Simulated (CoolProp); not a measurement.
R143a along the isobar 47 bar: density (kg/m³) from the reference equation and from simpler models built on Tc = 72.7 °C, pc = 37.62 bar, ω = 0.261; each cubic takes its own stable root.

The numbers come from the reference Helmholtz-energy equation of state, Lemmon and Jacobsen 2000 in CoolProp.

| T (°C) | phase | reference |
|---|---|---|
| -71.65 | liquid | 1240 |
| -57.75 | liquid | 1205 |
| -43.85 | liquid | 1169 |
| -29.95 | liquid | 1132 |
| -16.05 | liquid | 1093 |
| -2.15 | liquid | 1052 |
| 11.75 | liquid | 1008 |
| 25.65 | liquid | 958.5 |
| 39.55 | liquid | 902.2 |
| 53.45 | liquid | 834.0 |
| 67.35 | liquid | 740.8 |

Problem. How far does each simpler model (van der Waals, Redlich-Kwong, Soave-Redlich-Kwong, Peng-Robinson) lie from the reference over these 11 states: mean and median of the absolute difference, and the worst?

Solution. 
- van der Waals: mean 41.5 %, median 41.9 %, worst -43.4 % at -71.65 °C and 47 bar
- Redlich-Kwong: mean 19.4 %, median 18.7 %, worst -23.7 % at 67.35 °C and 47 bar
- Soave-Redlich-Kwong: mean 16.8 %, median 15.5 %, worst -22.6 % at 67.35 °C and 47 bar
- Peng-Robinson: mean 6.2 %, median 4.5 %, worst -13.8 % at 67.35 °C and 47 bar
